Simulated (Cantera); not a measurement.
# Stirred combustor or abatement burner

A perfectly stirred reactor is fed with C₂H₄ : O₂ : N₂ : H₂O = 1 : 3.3 : 12.4 : 1.3 (molar parts), at 0.987 atm; it is adiabatic with a 500 K inlet, and is followed from long to short residence time, starting on the burning branch (τ in s: 0.16, 0.064, 0.026, 0.01, 0.004, 0.0016, 0.00064, 0.00026, 0.0001, 4e-05, 1.6e-05, 6.4e-06).

Model: GRI-Mech 3.0 (53 species, 325 reactions), integrated in Cantera. GRI-Mech 3.0 was tuned for natural gas; its chemistry of ethylene as a main component is partial and can be far from experiment.

```
τ (s)    T (K)    x C₂H₄    x O₂   x H₂O      x NO    x HCN
-------  -----  --------  ------  ------  --------  -------
0.16      2286   6.52e-7  0.0194   0.176   0.00254  1.37e-7
0.064     2279   1.53e-6  0.0202   0.176   0.00169  2.13e-7
0.026     2263   3.38e-6  0.0213   0.175   0.00103  2.74e-7
0.010     2229   7.25e-6  0.0232   0.172  0.000567  3.08e-7
0.0040    2176   1.43e-5  0.0256   0.169  0.000310  3.32e-7
0.0016    2107   2.79e-5  0.0286   0.165  0.000172  3.89e-7
0.00064   2026   5.69e-5  0.0320   0.160  0.000101  5.13e-7
0.00026   1939  0.000125  0.0360   0.155   6.19e-5  7.40e-7
0.00010   1837  0.000336  0.0424   0.152   3.35e-5  1.19e-6
4.0e-5    1679   0.00151  0.0589   0.149   1.01e-5  1.97e-6
1.6e-5     500    0.0556   0.183  0.0722    <1e-12   <1e-12
6.4e-6     500    0.0556   0.183  0.0722    <1e-12   <1e-12
```
x: mole fraction; the columns are a selection and need not sum to one.
